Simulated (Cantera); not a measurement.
Counterflow diffusion flame

A counterflow diffusion flame at 1.01 bar, nozzles 20 mm apart: fuel side CH₄ = 1 (molar parts) at 375 K, oxidiser side O₂ : N₂ = 0.18 : 0.82 (molar parts) at 598 K, fuel mass flux 0.92 times the oxidiser's; mixture-averaged transport, no radiation.

Computed with Cantera and GRI-Mech 3.0 (53 species, 325 reactions). GRI-Mech 3.0 has no aromatics or soot, which form on the fuel side of real flames. The maximum strain rate includes the flame's own expansion and is several times the mean. A flux with no burning solution from the previous one only brackets extinction.

```json
[
 {"oxidiser flux (kg/m²/s)": "0.25", "max strain (1/s)": "182", "mean strain (1/s)": "43.4", "T max (K)": "2034", "peak x OH": "0.00618", "peak x H": "0.00352", "peak x NO": "0.000207", "peak x CO": "0.0428", "peak x C₂H₂": "0.0102"},
 {"oxidiser flux (kg/m²/s)": "0.4", "max strain (1/s)": "279", "mean strain (1/s)": "69.5", "T max (K)": "2013", "peak x OH": "0.00610", "peak x H": "0.00373", "peak x NO": "0.000177", "peak x CO": "0.0426", "peak x C₂H₂": "0.00912"},
 {"oxidiser flux (kg/m²/s)": "0.62", "max strain (1/s)": "419", "mean strain (1/s)": "108", "T max (K)": "1994", "peak x OH": "0.00597", "peak x H": "0.00390", "peak x NO": "0.000145", "peak x CO": "0.0427", "peak x C₂H₂": "0.00815"},
 {"oxidiser flux (kg/m²/s)": "0.96", "max strain (1/s)": "634", "mean strain (1/s)": "167", "T max (K)": "1967", "peak x OH": "0.00570", "peak x H": "0.00398", "peak x NO": "0.000108", "peak x CO": "0.0430", "peak x C₂H₂": "0.00701"},
 {"oxidiser flux (kg/m²/s)": "1.5", "max strain (1/s)": "972", "mean strain (1/s)": "260", "T max (K)": "1929", "peak x OH": "0.00517", "peak x H": "0.00386", "peak x NO": "6.81e-5", "peak x CO": "0.0437", "peak x C₂H₂": "0.00551"},
 {"oxidiser flux (kg/m²/s)": "2.4", "max strain (1/s)": "1510", "mean strain (1/s)": "417", "T max (K)": "1852", "peak x OH": "0.00401", "peak x H": "0.00316", "peak x NO": "2.55e-5", "peak x CO": "0.0443", "peak x C₂H₂": "0.00315"}
]
```
x: mole fraction; the columns are a selection and need not sum to one.

At the next flux tried, 3.7 kg/m²/s, no burning solution was found from the previous one.
